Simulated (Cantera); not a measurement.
Feed: 1 mol FeCl₂, 8.7 mol O₂, 320 mol N₂, 0.19 mol HCl, held at 2248 K and 79.0 mbar.

Cantera equilibrium calculation (NASA polynomials, part measured and part estimated; ideal gas, pure solids and liquids). Candidate condensed phases: Fe, FeCl₂, FeCl₃, FeO, Fe(OH)₂, Fe(OH)₃, Fe₂O₃, Fe₃O₄, H₂O, NH₄Cl; 37 gas species. The tables' stoichiometric FeO is somewhat more stable than real wüstite, so its field is too wide. FeO: taken at fixed stoichiometry. The numbers say what is thermodynamically allowed, not how fast it happens.

Base state: N₂ 0.963, O₂ 0.0222, NO 0.00505, Cl 0.00408, O 0.00193, FeCl₂ 0.00111, Fe 0.000953, FeO 0.000881 (mole fractions); condensed: FeO(l).

What changes in the equilibrium state with this change: temperature from 2248 K to 700 K?


```json
[
 {"species": "N₂", "before": "0.963", "after": "0.972"},
 {"species": "O₂", "before": "0.0222", "after": "0.0241"},
 {"species": "Cl₂", "before": "4.46e-7", "after": "0.00307"},
 {"species": "NO", "before": "0.00505", "after": "1.06e-7"},
 {"species": "Cl", "before": "0.00408", "after": "1.30e-7"},
 {"species": "FeCl₂", "before": "0.00111", "after": "<1e-9"},
 {"species": "O", "before": "0.00193", "after": "<1e-9"},
 {"species": "Fe", "before": "0.000953", "after": "<1e-9"},
 {"species": "FeO", "before": "0.000881", "after": "<1e-9"},
 {"species": "OH", "before": "0.000144", "after": "<1e-9"},
 {"species": "FeO(l), mol", "before": "0.0198", "after": "0"},
 {"species": "Fe₂O₃(s), mol", "before": "0", "after": "0.500"}
]
```
Condensed phases not in the tables: FeOCl.
